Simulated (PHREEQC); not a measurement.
0.25 g of hydrous ferric oxide (600 m²/g; 0.2 weak and 0.005 strong sites per Fe, Dzombak-Morel constants, diffuse double layer) in 1 kg of water with 0.3 mol/kgw of an inert sodium salt and 0.18 mmol/kgw ZnSO4 and 0.011 mmol/kgw CaCl2, at 25 °C; the pH is set by adding NaOH or the inert anion's acid. Oxygen alone is held at its pressure in air (log pO2 = -0.68). No CO2 enters from the air. No solid was allowed to form.

Model: ion-association model, wateq4f.dat, run in PHREEQC.

**Question.** Predict S sorbed (%), Zn sorbed (%), surface charge σ (C/m²), surface potential ψ (mV) at pH = 4, 6, 6.5, 7.5, 8.5.

**Answer.** 
```
pH   S sorbed (%)  Zn sorbed (%)  surface charge σ (C/m²)  surface potential ψ (mV)
---  ------------  -------------  -----------------------  ------------------------
4            49.3            0.0                    0.244                       105
6            16.0           10.6                    0.139                        78
6.5           7.4           25.8                    0.107                        66
7.5           1.4           83.9                    0.067                        47
8.5           0.1           98.9                    0.019                        15
```

The oxide is taken as insoluble; below pH 4 it would dissolve.
